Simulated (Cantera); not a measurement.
Input (Python, Cantera) and output of one run.

```python
import numpy as np
import cantera as ct

gas_names = """
    CL CL2 N N2 Si SiCL SiCL2 SiCL3 SiCL4 SiN Si2 Si2N Si3
""".split()
cond_names = """
    Si(cr) Si(L) Si3N4(a)
""".split()


# ... load() reads the species with a 1 bar reference pressure and builds the phases ...
atoms = {
    'Si': {'Si': 1},
    'Cl2': {'CL': 2},
    'N2': {'N': 2},
}
top_T = {'Si3N4(a)': 2400}  # K; cautious upper limits of use, not melting points


# ... equilibrate(T, P, feed) seeds the gas with the atoms and calls Mixture.equilibrate('TP', solver="vcs", rtol=1e-11, max_steps=5000) ...
results = []
T = 598.15  # K
P = 12000  # Pa
for m in [0.55, 0.66, 0.8, 0.97, 1.2, 1.4, 1.7, 2.1, 2.5, 3.1, 3.7]:
    feed = {'Si': 1, 'Cl2': m, 'N2': 39}  # mol
    mix = equilibrate(T, P, feed)
    results.append((T, P, feed, dict(zip(mix.species_names, mix.species_moles))))
    x = sorted(zip(gas.X, gas.species_names), reverse=True)
    print(f"T = {T:g} K  P = {P:g} Pa  n(Cl2) = {m:g} mol  gas = {mix.phase_moles(0):.4g} mol")
    print("   x: " + "  ".join(f"{s} {v:.3e}" for v, s in x if v > 0.0001))
    print("   condensed (mol): " + ("  ".join(f"{mix.phase(i).name} {mix.phase_moles(i):.4g}"
          for i in range(1, mix.n_phases) if mix.phase_moles(i) > 1e-12) or "none"))
```

Output:

```
T = 598.15 K  P = 12000 Pa  n(Cl2) = 0.55 mol  gas = 38.79 mol
   x: N2 9.929e-01  SiCL4 7.089e-03
   condensed (mol): Si3N4(a) 0.2417
T = 598.15 K  P = 12000 Pa  n(Cl2) = 0.66 mol  gas = 38.88 mol
   x: N2 9.915e-01  SiCL4 8.487e-03
   condensed (mol): Si3N4(a) 0.2233
T = 598.15 K  P = 12000 Pa  n(Cl2) = 0.8 mol  gas = 39 mol
   x: N2 9.897e-01  SiCL4 1.026e-02
   condensed (mol): Si3N4(a) 0.2
T = 598.15 K  P = 12000 Pa  n(Cl2) = 0.97 mol  gas = 39.14 mol
   x: N2 9.876e-01  SiCL4 1.239e-02
   condensed (mol): Si3N4(a) 0.1717
T = 598.15 K  P = 12000 Pa  n(Cl2) = 1.2 mol  gas = 39.33 mol
   x: N2 9.847e-01  SiCL4 1.525e-02
   condensed (mol): Si3N4(a) 0.1333
T = 598.15 K  P = 12000 Pa  n(Cl2) = 1.4 mol  gas = 39.5 mol
   x: N2 9.823e-01  SiCL4 1.772e-02
   condensed (mol): Si3N4(a) 0.1
T = 598.15 K  P = 12000 Pa  n(Cl2) = 1.7 mol  gas = 39.75 mol
   x: N2 9.786e-01  SiCL4 2.138e-02
   condensed (mol): Si3N4(a) 0.05
T = 598.15 K  P = 12000 Pa  n(Cl2) = 2.1 mol  gas = 40.1 mol
   x: N2 9.726e-01  SiCL4 2.494e-02  CL2 2.494e-03
   condensed (mol): none
T = 598.15 K  P = 12000 Pa  n(Cl2) = 2.5 mol  gas = 40.5 mol
   x: N2 9.630e-01  SiCL4 2.469e-02  CL2 1.235e-02
   condensed (mol): none
T = 598.15 K  P = 12000 Pa  n(Cl2) = 3.1 mol  gas = 41.1 mol
   x: N2 9.489e-01  CL2 2.676e-02  SiCL4 2.433e-02
   condensed (mol): none
T = 598.15 K  P = 12000 Pa  n(Cl2) = 3.7 mol  gas = 41.7 mol
   x: N2 9.353e-01  CL2 4.077e-02  SiCL4 2.398e-02
   condensed (mol): none
```

Method: chemical equilibrium by Gibbs-energy minimisation in Cantera with the NASA 1993 tables (ideal gas, pure condensed phases). N2 is the only nitrogen source here; it is nearly inert below about 1500 K, so the nitride shown seldom forms there in practice.
